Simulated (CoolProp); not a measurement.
Properties of sulfur hexafluoride along the isotherm 351.85 °C.

Model: reference Helmholtz-energy equation of state, Guder 2009, in CoolProp.

```tsv
p (MPa)	phase	density (kg/m³)	cv (kJ/(kg K))	expansivity (1/kK)	fugacity coefficient
0.0594	gas	1.670	0.8852	1.604	0.9997
0.1	gas	2.812	0.8852	1.606	0.9996
0.169	gas	4.753	0.8853	1.610	0.9993
0.285	gas	8.020	0.8854	1.617	0.9988
0.482	gas	13.57	0.8857	1.628	0.9980
0.813	gas	22.93	0.8861	1.648	0.9966
1.37	gas	38.71	0.8868	1.680	0.9944
2.31	gas	65.46	0.8879	1.734	0.9910
3.91	supercritical	111.2	0.8896	1.821	0.9859
6.59	supercritical	187.7	0.8923	1.952	0.9793
11.1	supercritical	313.7	0.8959	2.109	0.9738
18.8	supercritical	509.0	0.8999	2.167	0.9798
```
